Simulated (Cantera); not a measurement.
## Silicon oxide and oxynitride deposition: SiCl₄ + O₂

Charge: 1 mol SiCl₄, a varied amount of O₂, held at 698 K and 65.0 Pa.

Equilibrium computed with Cantera from the NASA thermochemical tables; the gas is ideal and each condensed phase is pure. Candidate condensed phases: Si, SiO₂; 15 gas species. Kinetics and transport are ignored.

```json
[
 {"n(O₂) (mol)": "1.4", "x O₂": "0.167", "x Cl₂": "0.833", "x Cl": "2.23e-5", "x ClO": "4.55e-8", "n SiO₂(α-quartz)": "1.00"},
 {"n(O₂) (mol)": "1.6", "x O₂": "0.231", "x Cl₂": "0.769", "x Cl": "2.14e-5", "x ClO": "5.14e-8", "n SiO₂(α-quartz)": "1.00"},
 {"n(O₂) (mol)": "2", "x O₂": "0.333", "x Cl₂": "0.667", "x Cl": "1.99e-5", "x ClO": "5.76e-8", "n SiO₂(α-quartz)": "1.00"},
 {"n(O₂) (mol)": "2.4", "x O₂": "0.412", "x Cl₂": "0.588", "x Cl": "1.87e-5", "x ClO": "6.01e-8", "n SiO₂(α-quartz)": "1.00"},
 {"n(O₂) (mol)": "2.9", "x O₂": "0.487", "x Cl₂": "0.513", "x Cl": "1.75e-5", "x ClO": "6.10e-8", "n SiO₂(α-quartz)": "1.00"},
 {"n(O₂) (mol)": "3.5", "x O₂": "0.556", "x Cl₂": "0.444", "x Cl": "1.63e-5", "x ClO": "6.07e-8", "n SiO₂(α-quartz)": "1.00"},
 {"n(O₂) (mol)": "4.2", "x O₂": "0.615", "x Cl₂": "0.385", "x Cl": "1.51e-5", "x ClO": "5.94e-8", "n SiO₂(α-quartz)": "1.00"},
 {"n(O₂) (mol)": "5.1", "x O₂": "0.672", "x Cl₂": "0.328", "x Cl": "1.40e-5", "x ClO": "5.73e-8", "n SiO₂(α-quartz)": "1.00"},
 {"n(O₂) (mol)": "6.1", "x O₂": "0.718", "x Cl₂": "0.282", "x Cl": "1.29e-5", "x ClO": "5.49e-8", "n SiO₂(α-quartz)": "1.00"},
 {"n(O₂) (mol)": "7.4", "x O₂": "0.762", "x Cl₂": "0.238", "x Cl": "1.19e-5", "x ClO": "5.20e-8", "n SiO₂(α-quartz)": "1.00"},
 {"n(O₂) (mol)": "8.9", "x O₂": "0.798", "x Cl₂": "0.202", "x Cl": "1.10e-5", "x ClO": "4.90e-8", "n SiO₂(α-quartz)": "1.00"},
 {"n(O₂) (mol)": "11", "x O₂": "0.833", "x Cl₂": "0.167", "x Cl": "9.96e-6", "x ClO": "4.55e-8", "n SiO₂(α-quartz)": "1.00"},
 {"n(O₂) (mol)": "13", "x O₂": "0.857", "x Cl₂": "0.143", "x Cl": "9.22e-6", "x ClO": "4.27e-8", "n SiO₂(α-quartz)": "1.00"}
]
```
x: gas mole fraction; n: condensed amount in mol.

From 1.4 mol O₂ to 13 mol O₂ the condensed part is SiO₂(α-quartz).
